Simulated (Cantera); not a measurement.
Charge: 1 mol SiO2, 0.79 mol Al2O3, 0.61 mol H2O, at 1675 K and 0.100 bar.

Equilibrium computed with Cantera from the NASA thermochemical tables; the gas is ideal and each condensed phase is pure. Candidate condensed phases: Al, Al2O3, Al2SiO5, Al6Si2O13, H2O, Si, SiO2; 28 gas species. Mutual solubility and eutectic melting of coexisting phases are not modelled. The tables hold silica as quartz up to 1696 K and as liquid above; real silica turns to tridymite and cristobalite and melts near 1996 K. Condensed phases not in the tables: alloys, solid solutions and most ternary compounds. Gases not in the tables: Si(OH)4. Kinetics and transport are ignored.

Base state: H2O 0.997, H2 0.00175, O2 0.000772, OH 0.000423, H 1.54e-5 (mole fractions); condensed: Al6Si2O13(mullite) + SiO2(β-quartz).

Problem. What changes in the equilibrium state with this change: 0.0017 mol NH3 added?

Solution. 
```
species                    before     after
-----------------------  --------  --------
H2O                         0.997     0.994
H2                        0.00175   0.00451
N2                              0   0.00138
O2                       0.000772  0.000115
OH                       0.000423  0.000263
H                         1.54e-5   2.47e-5
Al6Si2O13(mullite), mol     0.263     0.263
SiO2(β-quartz), mol         0.473     0.473
```
Further candidate phases: AlN, Si2N2O, Si3N4.

Problem. What changes in the equilibrium state with this change: temperature from 1675 K to 2048.15 K?

Solution. 
```tsv
species	before	after
H2O	0.997	0.971
H2	0.00175	0.0157
O2	0.000772	0.00647
SiO	2.75e-9	2.43e-5
O	3.00e-6	0.000244
H	1.54e-5	0.000888
OH	0.000423	0.00598
Al6Si2O13(mullite), mol	0.263	0.263
SiO2(β-quartz), mol	0.473	0
SiO2(l), mol	0	0.473
```

Problem. What changes in the equilibrium state with this change: temperature from 1675 K to 1325 K?

Solution. 
| species | before | after |
|---|---|---|
| H2O | 0.997 | 1.000 |
| H2 | 0.00175 | 7.26e-5 |
| O2 | 0.000772 | 3.41e-5 |
| H | 1.54e-5 | 4.41e-8 |
| OH | 0.000423 | 8.85e-6 |
| Al6Si2O13(mullite), mol | 0.263 | 0.263 |
| SiO2(β-quartz), mol | 0.473 | 0.473 |
